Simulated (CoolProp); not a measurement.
Properties of methane along the isobar 211 bar.

Computed with CoolProp (reference Helmholtz-energy equation of state, Setzmann 1991).

```json
[
 {"T (K)": "133.4", "phase": "liquid", "density (kg/m³)": "412.4", "cv (kJ/(kg K))": "2.022", "Joule-Thomson coefficient (K/MPa)": "-0.4248", "isothermal compressibility (1/MPa)": "0.002251", "viscosity (µPa s)": "96.9", "Prandtl number": "1.83"},
 {"T (K)": "149.5", "phase": "liquid", "density (kg/m³)": "391.6", "cv (kJ/(kg K))": "1.966", "Joule-Thomson coefficient (K/MPa)": "-0.3662", "isothermal compressibility (1/MPa)": "0.003009", "viscosity (µPa s)": "76.4", "Prandtl number": "1.65"},
 {"T (K)": "165.5", "phase": "liquid", "density (kg/m³)": "369.7", "cv (kJ/(kg K))": "1.920", "Joule-Thomson coefficient (K/MPa)": "-0.2831", "isothermal compressibility (1/MPa)": "0.004115", "viscosity (µPa s)": "62.2", "Prandtl number": "1.54"},
 {"T (K)": "181.5", "phase": "liquid", "density (kg/m³)": "346.3", "cv (kJ/(kg K))": "1.884", "Joule-Thomson coefficient (K/MPa)": "-0.1654", "isothermal compressibility (1/MPa)": "0.005780", "viscosity (µPa s)": "51.5", "Prandtl number": "1.49"},
 {"T (K)": "197.5", "phase": "supercritical", "density (kg/m³)": "321.2", "cv (kJ/(kg K))": "1.858", "Joule-Thomson coefficient (K/MPa)": "-0.0008699", "isothermal compressibility (1/MPa)": "0.008331", "viscosity (µPa s)": "42.9", "Prandtl number": "1.46"},
 {"T (K)": "213.6", "phase": "supercritical", "density (kg/m³)": "294.1", "cv (kJ/(kg K))": "1.841", "Joule-Thomson coefficient (K/MPa)": "0.2229", "isothermal compressibility (1/MPa)": "0.01222", "viscosity (µPa s)": "36.0", "Prandtl number": "1.44"},
 {"T (K)": "229.6", "phase": "supercritical", "density (kg/m³)": "266.0", "cv (kJ/(kg K))": "1.834", "Joule-Thomson coefficient (K/MPa)": "0.5027", "isothermal compressibility (1/MPa)": "0.01773", "viscosity (µPa s)": "30.4", "Prandtl number": "1.41"},
 {"T (K)": "245.6", "phase": "supercritical", "density (kg/m³)": "237.8", "cv (kJ/(kg K))": "1.833", "Joule-Thomson coefficient (K/MPa)": "0.8117", "isothermal compressibility (1/MPa)": "0.02447", "viscosity (µPa s)": "26.2", "Prandtl number": "1.36"},
 {"T (K)": "261.7", "phase": "supercritical", "density (kg/m³)": "211.2", "cv (kJ/(kg K))": "1.836", "Joule-Thomson coefficient (K/MPa)": "1.094", "isothermal compressibility (1/MPa)": "0.03111", "viscosity (µPa s)": "23.2", "Prandtl number": "1.29"},
 {"T (K)": "277.7", "phase": "supercritical", "density (kg/m³)": "188.3", "cv (kJ/(kg K))": "1.843", "Joule-Thomson coefficient (K/MPa)": "1.300", "isothermal compressibility (1/MPa)": "0.03626", "viscosity (µPa s)": "21.2", "Prandtl number": "1.20"},
 {"T (K)": "293.7", "phase": "supercritical", "density (kg/m³)": "169.2", "cv (kJ/(kg K))": "1.854", "Joule-Thomson coefficient (K/MPa)": "1.417", "isothermal compressibility (1/MPa)": "0.03966", "viscosity (µPa s)": "20.0", "Prandtl number": "1.13"},
 {"T (K)": "309.7", "phase": "supercritical", "density (kg/m³)": "153.6", "cv (kJ/(kg K))": "1.872", "Joule-Thomson coefficient (K/MPa)": "1.456", "isothermal compressibility (1/MPa)": "0.04167", "viscosity (µPa s)": "19.2", "Prandtl number": "1.06"},
 {"T (K)": "325.8", "phase": "supercritical", "density (kg/m³)": "140.8", "cv (kJ/(kg K))": "1.897", "Joule-Thomson coefficient (K/MPa)": "1.438", "isothermal compressibility (1/MPa)": "0.04280", "viscosity (µPa s)": "18.7", "Prandtl number": "1.01"},
 {"T (K)": "341.8", "phase": "supercritical", "density (kg/m³)": "130.2", "cv (kJ/(kg K))": "1.928", "Joule-Thomson coefficient (K/MPa)": "1.385", "isothermal compressibility (1/MPa)": "0.04340", "viscosity (µPa s)": "18.5", "Prandtl number": "0.970"},
 {"T (K)": "357.8", "phase": "supercritical", "density (kg/m³)": "121.4", "cv (kJ/(kg K))": "1.965", "Joule-Thomson coefficient (K/MPa)": "1.312", "isothermal compressibility (1/MPa)": "0.04372", "viscosity (µPa s)": "18.4", "Prandtl number": "0.937"},
 {"T (K)": "373.8", "phase": "supercritical", "density (kg/m³)": "113.8", "cv (kJ/(kg K))": "2.007", "Joule-Thomson coefficient (K/MPa)": "1.229", "isothermal compressibility (1/MPa)": "0.04388", "viscosity (µPa s)": "18.4", "Prandtl number": "0.912"}
]
```

Viscosity comes from a separate model (Quiñones-Cisneros 2006). Thermal conductivity comes from a separate model (Friend 1989).
